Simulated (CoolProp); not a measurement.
Octamethyltrisiloxane (MDM) along the isobar 1.84 MPa: fugacity coefficient from the reference equation and from simpler models built on Tc = 565.4 K, pc = 1.438 MPa, ω = 0.528; each cubic takes its own stable root.

The numbers come from the reference Helmholtz-energy equation of state, Thol 2017 in CoolProp.

```tsv
T (K)	phase	reference	van der Waals	Soave-Redlich-Kwong	Peng-Robinson
208.1	liquid	?	?	6.019e-8	8.834e-8
234.8	liquid	1.274e-6	0.008457	1.827e-6	2.369e-6
261.5	liquid	2.014e-5	0.01833	2.491e-5	2.959e-5
288.3	liquid	0.0001723	0.03437	0.0001942	0.0002165
315	liquid	0.0009313	0.05760	0.0009925	?
341.7	liquid	0.003598	0.08871	0.003716	0.003827
368.5	liquid	?	0.1280	0.01099	0.01105
395.2	liquid	0.02647	0.1750	0.02681	0.02649
421.9	liquid	0.05546	0.2290	0.05625	0.05491
448.7	liquid	0.1026	0.2893	0.1046	0.1013
475.4	liquid	0.1710	?	?	?
502.2	liquid	0.2620	0.4225	0.2695	0.2589
528.9	liquid	0.3726	0.4922	0.3836	0.3681
555.6	liquid	0.4966	0.5612	0.5091	0.4885
```

Complete the blanks.


- 208.1, reference: 3.332e-8
- 208.1, van der Waals: 0.003184
- 315, Peng-Robinson: 0.001057
- 368.5, reference: 0.01080
- 475.4, van der Waals: 0.3541
- 475.4, Soave-Redlich-Kwong: 0.1752
- 475.4, Peng-Robinson: 0.1688
